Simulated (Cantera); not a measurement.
## Equilibrium for fluorocarbon and chlorocarbon gases: CH2F2

Charge: 1 mol CH2F2, equilibrated at 10.0 mbar.

Cantera equilibrium calculation (NASA polynomials, part measured and part estimated; ideal gas, pure solids and liquids). Candidate condensed phases: C, C6H6, C7H8, C8H18; 95 gas species. Kinetics and transport are ignored.

```tsv
T (K)	log p HF	log p F	log p H	log p H2	log p CF	n C(graphite)
1848	-2.00	-5.85	-6.38	-6.21	-8.53	1.000
1923	-2.00	-5.56	-6.02	-5.98	-8.07	1.000
1998	-2.00	-5.30	-5.68	-5.77	-7.64	1.000
2073	-2.00	-5.05	-5.37	-5.58	-7.24	1.000
2148	-2.00	-4.82	-5.08	-5.41	-6.86	1.000
2223	-2.00	-4.60	-4.82	-5.25	-6.51	1.000
2298	-2.00	-4.40	-4.57	-5.11	-6.18	1.000
2373	-2.01	-4.20	-4.34	-4.98	-5.87	0.999
```
log p: log10 of the partial pressure in bar; n: condensed amount in mol.

From 1848 K to 2373 K the condensed part is C(graphite). The main C-bearing gas is CF2 at 1848 K and CF at 2373 K.
